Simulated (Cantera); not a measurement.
Charge: 1 mol SiC, 0.0013 mol O₂, 81 mol N₂, held at 0.00130 bar.

Cantera equilibrium calculation (NASA polynomials, part measured and part estimated; ideal gas, pure solids and liquids). Candidate condensed phases: C, Si, SiC, SiO₂, Si₂N₂O, Si₃N₄; 34 gas species. N₂ is the only nitrogen source here; it is nearly inert below about 1500 K, so the nitride shown seldom forms there in practice. Mutual solubility and eutectic melting of coexisting phases are not modelled. Kinetics and transport are ignored.

log p: log10 of the partial pressure in bar; n: condensed amount in mol.

```json
[
 {"T (°C)": "975", "log p N₂": "-2.89", "log p CO": "-7.38", "log p SiO": "___", "log p Si": "-13.80", "log p SiN": "-14.58", "n C(graphite)": "0.997", "n Si₃N₄(s)": "0.333", "n SiC(s)": "0"},
 {"T (°C)": "1000", "log p N₂": "-2.89", "log p CO": "-7.38", "log p SiO": "___", "log p Si": "-13.23", "log p SiN": "-14.07", "n C(graphite)": "0", "n Si₃N₄(s)": "0.000865", "n SiC(s)": "0.997"},
 {"T (°C)": "1025", "log p N₂": "-2.89", "log p CO": "-7.38", "log p SiO": "___", "log p Si": "-12.68", "log p SiN": "-13.59", "n C(graphite)": "0", "n Si₃N₄(s)": "0.000863", "n SiC(s)": "0.997"},
 {"T (°C)": "1050", "log p N₂": "-2.89", "log p CO": "-7.38", "log p SiO": "___", "log p Si": "-12.16", "log p SiN": "-13.12", "n C(graphite)": "0", "n Si₃N₄(s)": "0.000859", "n SiC(s)": "0.997"},
 {"T (°C)": "1075", "log p N₂": "-2.89", "log p CO": "-7.38", "log p SiO": "___", "log p Si": "-11.65", "log p SiN": "-12.67", "n C(graphite)": "0", "n Si₃N₄(s)": "0.000850", "n SiC(s)": "0.997"},
 {"T (°C)": "1100", "log p N₂": "-2.89", "log p CO": "-7.39", "log p SiO": "___", "log p Si": "-11.16", "log p SiN": "-12.24", "n C(graphite)": "0", "n Si₃N₄(s)": "0.000834", "n SiC(s)": "0.997"},
 {"T (°C)": "1125", "log p N₂": "-2.89", "log p CO": "-7.40", "log p SiO": "___", "log p Si": "-10.69", "log p SiN": "-11.82", "n C(graphite)": "0", "n Si₃N₄(s)": "0.000804", "n SiC(s)": "0.997"},
 {"T (°C)": "1150", "log p N₂": "-2.89", "log p CO": "-7.41", "log p SiO": "___", "log p Si": "-10.24", "log p SiN": "-11.42", "n C(graphite)": "0", "n Si₃N₄(s)": "0.000751", "n SiC(s)": "0.998"},
 {"T (°C)": "1175", "log p N₂": "-2.89", "log p CO": "-7.43", "log p SiO": "___", "log p Si": "-9.80", "log p SiN": "-11.03", "n C(graphite)": "0", "n Si₃N₄(s)": "0.000661", "n SiC(s)": "0.998"},
 {"T (°C)": "1200", "log p N₂": "-2.89", "log p CO": "-7.47", "log p SiO": "___", "log p Si": "-9.38", "log p SiN": "-10.66", "n C(graphite)": "0", "n Si₃N₄(s)": "0.000522", "n SiC(s)": "0.998"},
 {"T (°C)": "1225", "log p N₂": "-2.89", "log p CO": "-7.53", "log p SiO": "___", "log p Si": "-8.97", "log p SiN": "-10.30", "n C(graphite)": "0", "n Si₃N₄(s)": "0.000325", "n SiC(s)": "0.998"}
]
```

Task: Fill in the missing entries.

Result: 
- 975, log p SiO: -10.68
- 1000, log p SiO: -10.37
- 1025, log p SiO: -10.03
- 1050, log p SiO: -9.71
- 1075, log p SiO: -9.40
- 1100, log p SiO: -9.10
- 1125, log p SiO: -8.82
- 1150, log p SiO: -8.56
- 1175, log p SiO: -8.31
- 1200, log p SiO: -8.09
- 1225, log p SiO: -7.90
